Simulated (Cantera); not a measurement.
An adiabatic, constant-volume homogeneous reactor starts with CO : H2 : CH4 : O2 : N2 = 1 : 0.62 : 0.62 : 4.02 : 15.1 (molar parts), equivalence ratio 0.51, at 1425 K and 10.0 bar.

Computed with Cantera and GRI-Mech 3.0 (53 species, 325 reactions).

Question: Predict: time of steepest temperature rise; temperature at 1.00 s; equilibrium temperature; x(CO) at 1.00 s; x(H2) at 1.00 s; x(H2O2) at 1.00 s; x(O) at 1.00 s.

Answer: 
```
Property                                                              Result
---------------------------------  -----------------------------------------
time of steepest temperature rise                                    22.6 µs
temperature at 1.00 s                                                 2690 K
equilibrium temperature                                               2690 K
x(CO) at 1.00 s                      0.00549 (gas-phase equilibrium 0.00549)
x(H2) at 1.00 s                    0.000949 (gas-phase equilibrium 0.000949)
x(H2O2) at 1.00 s                    1.09e-6 (gas-phase equilibrium 1.09e-6)
x(O) at 1.00 s                       0.00238 (gas-phase equilibrium 0.00238)
```
